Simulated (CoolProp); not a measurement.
The numbers come from the reference Helmholtz-energy equation of state, Thol 2015 in CoolProp.

**Question.** Give the vapour pressure (MPa), liquid density (kg/m³), vapour density (kg/m³), enthalpy of vaporisation (kJ/kg) of saturated 1,2-dichloroethane at 262.8, 299.9 K.

**Answer.** 
| T (K) | p (MPa) | liquid density (kg/m³) | vapour density (kg/m³) | enthalpy of vaporisation (kJ/kg) |
|---|---|---|---|---|
| 262.8 | 0.00148 | 1300 | 0.0673 | 372 |
| 299.9 | 0.0114 | 1240 | 0.456 | 354 |
